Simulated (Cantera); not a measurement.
Stirred combustor or abatement burner

A perfectly stirred reactor is fed with CH4 : C2H6 : C3H8 : O2 : N2 = 1 : 0.036 : 0.87 : 12 : 120 (molar parts), equivalence ratio 0.54, at 0.280 bar; it is adiabatic with a 775 K inlet, and is followed from long to short residence time, starting on the burning branch (τ in s: 0.02, 0.012, 0.007, 0.0042, 0.0025, 0.0015, 0.00086, 0.00051, 0.0003, 0.00018, 0.00011, 6.3e-05, 3.7e-05).

Model: GRI-Mech 3.0 (53 species, 325 reactions), integrated in Cantera. GRI-Mech 3.0 was tuned for natural gas; its chemistry of propane as a main component is partial and can be far from experiment.

| τ (s) | T (K) | x CH4 | x C2H6 | x C3H8 | x H2O | x O2 | x C2H4 |
|---|---|---|---|---|---|---|---|
| 0.020 | 1310 | 4.34e-5 | 3.55e-7 | 7.89e-6 | 0.0402 | 0.0422 | 1.50e-5 |
| 0.012 | 1296 | 6.51e-5 | 5.25e-7 | 1.14e-5 | 0.0398 | 0.0429 | 2.10e-5 |
| 0.0070 | 1277 | 0.000108 | 8.59e-7 | 1.81e-5 | 0.0393 | 0.0440 | 3.26e-5 |
| 0.0042 | 1250 | 0.000198 | 1.59e-6 | 3.23e-5 | 0.0385 | 0.0457 | 5.83e-5 |
| 0.0025 | 775 | 0.00747 | 0.000269 | 0.00650 | <1e-12 | 0.0896 | 1.10e-12 |
| 0.0015 | 775 | 0.00747 | 0.000269 | 0.00650 | <1e-12 | 0.0896 | <1e-12 |
| 0.00086 | 775 | 0.00747 | 0.000269 | 0.00650 | <1e-12 | 0.0896 | <1e-12 |
| 0.00051 | 775 | 0.00747 | 0.000269 | 0.00650 | <1e-12 | 0.0896 | <1e-12 |
| 0.00030 | 775 | 0.00747 | 0.000269 | 0.00650 | <1e-12 | 0.0896 | <1e-12 |
| 0.00018 | 775 | 0.00747 | 0.000269 | 0.00650 | <1e-12 | 0.0896 | <1e-12 |
| 0.00011 | 775 | 0.00747 | 0.000269 | 0.00650 | <1e-12 | 0.0896 | <1e-12 |
| 6.3e-5 | 775 | 0.00747 | 0.000269 | 0.00650 | <1e-12 | 0.0896 | <1e-12 |
| 3.7e-5 | 775 | 0.00747 | 0.000269 | 0.00650 | <1e-12 | 0.0896 | <1e-12 |
x: mole fraction; the columns are a selection and need not sum to one.
